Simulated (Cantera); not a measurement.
A closed system holds: 1 mol MgCl₂, 0.051 mol O₂, 0.71 mol N₂, 0.027 mol HCl, equilibrated at 1250 °C and 0.00460 bar.

These are equilibrium values from Cantera (NASA tables, ideal gas, pure condensed phases), not measurements of a reactor. Candidate condensed phases: H₂O, Mg, MgCl₂, MgO, Mg(OH)₂, NH₄Cl; 38 gas species. Kinetics and transport are ignored.

Base state: MgCl₂ 0.498, N₂ 0.390, Cl 0.0867, HCl 0.0148, Cl₂ 0.00745, O₂ 0.00256, NO 0.000106 (mole fractions); condensed: MgO(s).

Q: What changes in the equilibrium state with this change: pressure from 0.00460 bar to 0.0370 bar?

A: 
```
species        before     after
-----------  --------  --------
MgCl₂           0.498     0.508
N₂              0.390     0.396
Cl             0.0867    0.0543
Cl₂           0.00745    0.0235
HCl            0.0148    0.0151
ClO           7.11e-6   1.38e-5
O₂            0.00256   0.00307
NO           0.000106  0.000117
MgO(s), mol    0.0924    0.0908
```

Q: What changes in the equilibrium state with this change: temperature from 1250 °C to 1327 °C?

A: 
| species | before | after |
|---|---|---|
| MgCl₂ | 0.498 | 0.496 |
| N₂ | 0.390 | 0.388 |
| Cl | 0.0867 | 0.0946 |
| Cl₂ | 0.00745 | 0.00341 |
| HCl | 0.0148 | 0.0148 |
| O | 4.13e-6 | 1.06e-5 |
| NO | 0.000106 | 0.000147 |
| O₂ | 0.00256 | 0.00245 |
| MgO(s), mol | 0.0924 | 0.0927 |

Q: What changes in the equilibrium state with this change: O₂ from 0.051 to 0.066 mol?

A: 
```csv
species,before,after
MgCl₂,0.498,0.482
N₂,0.390,0.386
Cl,0.0867,0.102
Cl₂,0.00745,0.0103
HCl,0.0148,0.0147
O₂,0.00256,0.00521
ClO,7.11e-6,1.19e-5
"MgO(s), mol",0.0924,0.113
```
